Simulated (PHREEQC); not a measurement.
0.022 g of hydrous ferric oxide (600 m²/g; 0.2 weak and 0.005 strong sites per Fe, Dzombak-Morel constants, diffuse double layer) in 1 kg of water with 0.1 mol/kgw of an inert sodium salt, at 25 °C; the pH is set by adding NaOH or the inert anion's acid. O2 is buffered at 0.21 atm. CO2 from the air is kept out. No solid was allowed to form.

The numbers come from PHREEQC with the ion-association model, wateq4f.dat.

| pH | surface charge σ (C/m²) | surface potential ψ (mV) |
|---|---|---|
| 3 | 0.363 | 153 |
| 3.5 | 0.350 | 151 |
| 4 | 0.321 | 147 |
| 4.5 | 0.272 | 138 |
| 5 | 0.215 | 126 |
| 5.5 | 0.159 | 111 |
| 6 | 0.111 | 93 |
| 6.5 | 0.074 | 74 |
| 7 | 0.045 | 52 |
| 7.5 | 0.022 | 29 |
| 8 | 0.004 | 5 |
| 8.5 | -0.014 | -19 |
| 9 | -0.034 | -42 |

Species that the database lacks are ignored. The oxide is taken as insoluble; below pH 4 it would dissolve.
